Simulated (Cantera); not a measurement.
Predominance diagram of Ca at 1450 K against the partial pressures of O2 and Cl2 (log10, bar). Cantera with NASA thermochemical tables; ideal gases at 1 bar, condensed phases pure. Candidates: Ca(l), CaCl2(l), CaO(s). Only these pure phases compete in this equilibrium. Not in the tables: oxide halides.

### Question
Which phase is stable at these pairs, and which metal-bearing vapour leads over it? (-5.2, -6.5); (-0.8, 1); (-5.2, -10.2); (-7.5, -14); (0, -2.8); (-10.5, -12.1); (-15, -14)

### Answer
```csv
log p(O2),log p(Cl2),phase,chief vapour,log p (bar)
-5.2,-6.5,CaO(s),CaCl2,-3.3
-0.8,1,CaCl2(l),CaCl2,-3.1
-5.2,-10.2,CaO(s),CaCl2,-7.0
-7.5,-14,CaO(s),CaCl2,-9.6
0,-2.8,CaCl2(l),CaCl2,-3.1
-10.5,-12.1,CaO(s),CaCl2,-6.2
-15,-14,CaO(s),CaCl2,-5.9
```
